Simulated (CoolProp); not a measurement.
Vapour-liquid equilibrium of neopentane (1) + n-pentane (2) at 35.9 kPa; x and y are mole fractions of (1).

Model: multi-fluid Helmholtz-energy mixture model, Lemmon 2006 and Thol 2019; pair parameters Bell 2016, in CoolProp.

Problem. Give the bubble temperature and the first vapour's composition at x = 0.65, 0.725, 0.875. Is there an azeotrope?

Solution. x = 0.65: 262.9 K, y = 0.848; x = 0.725: 261.5 K, y = 0.888; x = 0.875: 258.9 K, y = 0.954. No azeotrope shows between x = 0.05 and 0.95.

Pair parameters are fitted to limited data, so mixtures are less certain than the pure fluids.
